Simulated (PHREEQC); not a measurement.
# Spent oxide etchant: an equilibrium model

Dissolve 0.0016 mol HF, 0.0028 mol (NH4)2SiF6, 0.00017 mol HBF4 and 0.22 mol HCl per kg of water at 80 °C. Closed to the air; pH follows from the charge balance.

Model: ion-association model, wateq4f.dat, run in PHREEQC.

This is a speciation only: nothing precipitates in the calculation.

Question: What pH does the model give?

Answer: pH 0.78.

Question: In which forms is Si present?

Answer: H4SiO4 98 %, SiF6-2 2.1 % of the Si.

Saturation is exceeded, for instance for Quartz (slow to form), Chalcedony (slow to form); the values hold only as long as no solid forms. Species that the database lacks are ignored. Away from 25 °C the constants follow the database's enthalpies or fits; those with neither stay at their 25 °C values. SiF6-2 is the database's only silicon fluoride. Real BF4- forms and hydrolyses slowly; the run takes it at equilibrium.
